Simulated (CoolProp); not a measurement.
Vapour-liquid equilibrium of carbon dioxide (1) + CH2F2 (R32) (2) at 0.614 MPa; x and y are mole fractions of (1).

The numbers come from the multi-fluid Helmholtz-energy mixture model, Span 1996 and Tillner-Roth 1997; pair parameters Bell 2016 in CoolProp.

```tsv
x	bubble temperature (K)	y at the bubble point	dew temperature at overall composition x (K)	liquid density (mol/L)
0.05	260.1	0.174	263.4	21.19
0.2	248.6	0.526	259.3	22.15
0.35	240.2	___	___	23.00
0.5	233.9	0.829	249.6	23.79
0.65	229.0	0.900	243.4	24.56
0.8	225.0	0.950	___	25.34
0.95	221.6	0.989	225.0	26.16
```

### Question
Some entries are withheld; supply them.

### Answer

- 0.35, y at the bubble point: 0.718
- 0.35, dew temperature at overall composition x (K): 254.8
- 0.8, dew temperature at overall composition x (K): 235.6

No azeotrope shows between x = 0.05 and 0.95.

The pair parameters rest on a limited set of measurements; away from them the model extrapolates. The gap from Raoult's law changes sign with composition, which may be real or a fault of the pair parameters; it wasn't checked against measurements.
